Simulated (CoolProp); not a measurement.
2000 sccm (0 °C, 1 atm) of nitrogen bubbles through liquid toluene at 337.8 K and leaves saturated at a total pressure of 0.103 MPa (ideal gas phase). Each further row changes one setting.

Model: reference Helmholtz-energy equation of state, Lemmon 2006, in CoolProp. It is a short technical equation, of lower accuracy than the large ones.

```json
[
 {"case": "as stated", "vapour pressure (kPa)": "22.2", "mole fraction of vapour": "0.216", "delivery (mg/min)": "(withheld)", "delivery (sccm)": "(withheld)", "change of delivery for a bath 1 K warmer (%)": "5.0"},
 {"case": "bath temperature 342.8 K", "vapour pressure (kPa)": "(withheld)", "mole fraction of vapour": "(withheld)", "delivery (mg/min)": "(withheld)", "delivery (sccm)": "705", "change of delivery for a bath 1 K warmer (%)": "5.2"},
 {"case": "total pressure 0.206 MPa", "vapour pressure (kPa)": "22.2", "mole fraction of vapour": "(withheld)", "delivery (mg/min)": "(withheld)", "delivery (sccm)": "242", "change of delivery for a bath 1 K warmer (%)": "4.4"}
]
```

Question: Some entries are withheld; supply them.

Answer: 
- as stated, delivery (mg/min): 2260
- as stated, delivery (sccm): 550
- bath temperature 342.8 K, vapour pressure (kPa): 26.8
- bath temperature 342.8 K, mole fraction of vapour: 0.261
- bath temperature 342.8 K, delivery (mg/min): 2900
- total pressure 0.206 MPa, mole fraction of vapour: 0.108
- total pressure 0.206 MPa, delivery (mg/min): 994
